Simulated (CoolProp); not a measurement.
Properties of acetone along the isobar 0.101 MPa (Tc = 508.1 K, pc = 4.692 MPa, ω = 0.307).

Computed with CoolProp (reference Helmholtz-energy equation of state, Lemmon 2006). It is a short technical equation, of lower accuracy than the large ones.

| T (K) | phase | density (kg/m³) | cp (kJ/(kg K)) | speed of sound (m/s) | expansivity (1/kK) |
|---|---|---|---|---|---|
| 350.2 | gas | 2.094 | 1.558 | 229.4 | 3.397 |
| 364.4 | gas | 1.999 | 1.570 | 234.7 | 3.153 |
| 378.7 | gas | 1.914 | 1.592 | 239.7 | 2.956 |
| 393 | gas | 1.837 | 1.619 | 244.5 | 2.793 |
| 407.3 | gas | 1.767 | 1.650 | 249.2 | 2.654 |
| 421.5 | gas | 1.703 | 1.683 | 253.6 | 2.535 |
| 435.8 | gas | 1.644 | 1.717 | 258.0 | 2.429 |
| 450.1 | gas | 1.589 | 1.752 | 262.2 | 2.334 |
| 464.4 | gas | 1.537 | 1.788 | 266.4 | 2.248 |
| 478.6 | gas | 1.490 | 1.824 | 270.4 | 2.171 |
| 492.9 | gas | 1.445 | 1.860 | 274.4 | 2.099 |
| 507.2 | gas | 1.403 | 1.895 | 278.3 | 2.032 |
| 521.5 | gas | 1.363 | 1.931 | 282.2 | 1.971 |
| 535.7 | gas | 1.326 | 1.965 | 286.0 | 1.914 |
| 550 | gas | 1.291 | 1.999 | 289.7 | 1.860 |
